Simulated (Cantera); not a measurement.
Feed: 1 mol Cr, 0.18 mol N₂O, a varied amount of N₂, equilibrated at 83.0 Pa.

Method: chemical equilibrium by Gibbs-energy minimisation in Cantera with the NASA 1993 tables (ideal gas, pure condensed phases). Candidate condensed phases: Cr, CrN, Cr₂N, Cr₂O₃; 14 gas species. Mutual solubility and eutectic melting of coexisting phases are not modelled. The numbers say what is thermodynamically allowed, not how fast it happens.

Question: What condenses at these points (T in K, n(N₂) in mol): (2050, 3.7); (2250, 7.6); (2300, 6.9); (2200, 6.9); (1850, 1.1); (2250, 0.43)?

Answer: 
```tsv
T (K)	n(N₂) in mol	condensed phases	Cr condensed (%)
2050	3.7	Cr₂O₃	7.6
2250	7.6	gas only	0.0
2300	6.9	gas only	0.0
2200	6.9	gas only	0.0
1850	1.1	Cr + Cr₂O₃	63.4
2250	0.43	gas only	0.0
```
